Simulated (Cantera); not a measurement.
Standard-state values (1 bar) from the NASA 1993 polynomials, evaluated with Cantera. Values are per mole of reaction as written; species without (g) are pure solids or liquids, kept so even where they would boil at 1 bar.

### Question
Between 625 and 1325 K, where is each reaction favourable under standard conditions?
- 2 N(g) + 6 HF(g) + 3 Cu ⇌ 3 CuF₂ + 2 NH₃(g)

### Answer
- 2 N(g) + 6 HF(g) + 3 Cu ⇌ 3 CuF₂ + 2 NH₃(g): ΔG° is -499 kJ at 625 K and 26 kJ at 1325 K; it changes sign between 1225 and 1325 K. ΔH° is -795 kJ and ΔS° -620 J/K at 1325 K.
